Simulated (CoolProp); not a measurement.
A Linde-Hampson liquefier for CF4 (R14): isothermal reversible compression at 250 K from 1 atm to 40 MPa, throttling to 1 atm, return gas leaving the recuperator 2 K below the feed. Each further row changes one setting.

Computed with CoolProp (reference Helmholtz-energy equation of state, Platzer 1990). This equation is an older, rougher fit; its heat capacities, sound speeds and derivatives of the liquid may be far off and weren't checked against measurements.

| case | liquid yield per pass | compression work (kJ/kg of gas) |
|---|---|---|
| as stated | 0.424 | 116 |
| warm-end temperature 280 K | 0.338 | 140 |
| warm-end gap 7 K | 0.414 | 116 |
